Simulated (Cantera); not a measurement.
A freely propagating, adiabatic, planar premixed flame of 17.4 % H2, 17.4 % O2, 65.3 % N2, equivalence ratio 0.50, unburnt at 573 K and 2400 Torr; mixture-averaged transport, grid criteria slope 0.08 and curve 0.16, no radiation.

Computed with Cantera and the H2/O2 subset of GRI-Mech 3.0, which has no nitrogen chemistry. The hydrogen kinetics of GRI-Mech 3.0 are dated; newer H2 mechanisms differ, most at raised pressure. Burning velocities carry a grid error of a few per cent, more on coarse grids. Lean hydrogen flames are cellular in practice and burn faster than this planar one.

x: mole fraction of selected species; z is measured from the peak of heat release.

```tsv
z (mm)	T (K)	u (m/s)	x H2	x O2	x OH	x H2O	x HO2	x H2O2
-0.345	573	1.56	0.172	0.174	<1e-8	1.22e-5	?	2.54e-8
-0.230	574	1.56	0.168	0.175	<1e-8	7.86e-5	?	1.94e-7
-0.172	577	1.55	0.162	0.176	<1e-8	0.000322	?	9.57e-7
-0.115	593	1.57	0.146	0.179	1.21e-8	0.00220	?	8.60e-6
-0.0574	743	1.90	0.105	0.178	4.28e-5	0.0225	0.000461	8.10e-5
-0.0287	1002	2.52	0.0714	0.163	0.000487	0.0601	0.000455	8.50e-5
0	1302	3.26	0.0381	0.137	0.00194	0.110	?	2.24e-5
0.0287	1512	3.78	0.0166	0.115	0.00419	0.146	?	5.55e-6
0.0574	1631	4.07	0.00758	0.104	0.00550	0.163	?	3.18e-6
0.115	1738	4.33	0.00271	0.0992	0.00545	0.174	?	1.70e-6
0.230	1797	4.47	0.000904	0.0987	0.00372	0.180	?	8.44e-7
0.459	1820	4.52	0.000241	0.0990	0.00205	0.182	?	3.81e-7
0.919	1827	4.54	7.02e-5	0.0993	0.00116	0.182	?	1.84e-7
```

Task: Some entries are withheld; supply them.

Result: 
- -0.345, x HO2: 1.01e-7
- -0.230, x HO2: 7.67e-7
- -0.172, x HO2: 3.79e-6
- -0.115, x HO2: 3.57e-5
- 0, x HO2: 0.000269
- 0.0287, x HO2: 0.000164
- 0.0574, x HO2: 0.000108
- 0.115, x HO2: 5.58e-5
- 0.230, x HO2: 2.13e-5
- 0.459, x HO2: 6.46e-6
- 0.919, x HO2: 2.44e-6
